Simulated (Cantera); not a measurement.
Charge: 1 mol Si, 2.9 mol HBr, 19 mol H2, held at 11.0 Pa.

Method: chemical equilibrium by Gibbs-energy minimisation in Cantera with the NASA 1993 tables (ideal gas, pure condensed phases). Candidate condensed phases: Br2, Si; 19 gas species. Kinetics and transport are ignored.

Question: What share of the Si ends up in condensed phases as a function of T (K), at 1175, 1225, 1275, 1325, 1375, 1425, 1475, 1525, 1575, 1625, 1675?

Answer: 
| T (K) | Si condensed (%) | as |
|---|---|---|
| 1175 | 62.6 | Si(s) |
| 1225 | 61.0 | Si(s) |
| 1275 | 59.7 | Si(s) |
| 1325 | 58.8 | Si(s) |
| 1375 | 58.3 | Si(s) |
| 1425 | 58.3 | Si(s) |
| 1475 | 59.0 | Si(s) |
| 1525 | 60.2 | Si(s) |
| 1575 | 61.5 | Si(s) |
| 1625 | 61.8 | Si(s) |
| 1675 | 58.8 | Si(s) |
